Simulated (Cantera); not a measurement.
Input: 1 mol CO, 74 mol H2, equilibrated at 2.10 bar.

Method: chemical equilibrium by Gibbs-energy minimisation in Cantera with the NASA 1993 tables (ideal gas, pure condensed phases). Candidate condensed phases: C, C6H6, C7H8, C8H18, H2O; 110 gas species. The numbers say what is thermodynamically allowed, not how fast it happens.

log p: log10 of the partial pressure in bar; nothing condenses.

```json
[
 {"T (K)": "575", "log p H2": "0.31", "log p CH4": "-1.54", "log p H2O": "-1.54", "log p CO": "-11.12", "log p H": "<-11", "log p CO2": "-11.37"},
 {"T (K)": "775", "log p H2": "0.31", "log p CH4": "-1.54", "log p H2O": "-1.54", "log p CO": "-5.98", "log p H": "<-11", "log p CO2": "-7.13"},
 {"T (K)": "975", "log p H2": "0.31", "log p CH4": "-1.56", "log p H2O": "-1.56", "log p CO": "-2.93", "log p H": "(withheld)", "log p CO2": "-4.60"},
 {"T (K)": "1175", "log p H2": "0.31", "log p CH4": "-1.99", "log p H2O": "-1.99", "log p CO": "-1.75", "log p H": "(withheld)", "log p CO2": "-4.16"},
 {"T (K)": "1375", "log p H2": "0.32", "log p CH4": "-2.64", "log p H2O": "-2.64", "log p CO": "-1.59", "log p H": "(withheld)", "log p CO2": "-4.86"},
 {"T (K)": "1575", "log p H2": "0.32", "log p CH4": "-3.17", "log p H2O": "-3.17", "log p CO": "-1.56", "log p H": "(withheld)", "log p CO2": "-5.51"},
 {"T (K)": "1775", "log p H2": "0.32", "log p CH4": "-3.59", "log p H2O": "-3.59", "log p CO": "-1.56", "log p H": "(withheld)", "log p CO2": "-6.03"},
 {"T (K)": "1975", "log p H2": "0.32", "log p CH4": "-3.94", "log p H2O": "-3.90", "log p CO": "-1.55", "log p H": "(withheld)", "log p CO2": "-6.42"},
 {"T (K)": "2175", "log p H2": "0.31", "log p CH4": "-4.26", "log p H2O": "-4.11", "log p CO": "-1.55", "log p H": "(withheld)", "log p CO2": "-6.70"},
 {"T (K)": "2375", "log p H2": "0.31", "log p CH4": "-4.59", "log p H2O": "-4.23", "log p CO": "-1.56", "log p H": "(withheld)", "log p CO2": "-6.87"}
]
```

Problem. Some entries are withheld; supply them.

Solution. 
- 975, log p H: -8.79
- 1175, log p H: -6.75
- 1375, log p H: -5.31
- 1575, log p H: -4.22
- 1775, log p H: -3.38
- 1975, log p H: -2.71
- 2175, log p H: -2.15
- 2375, log p H: -1.69
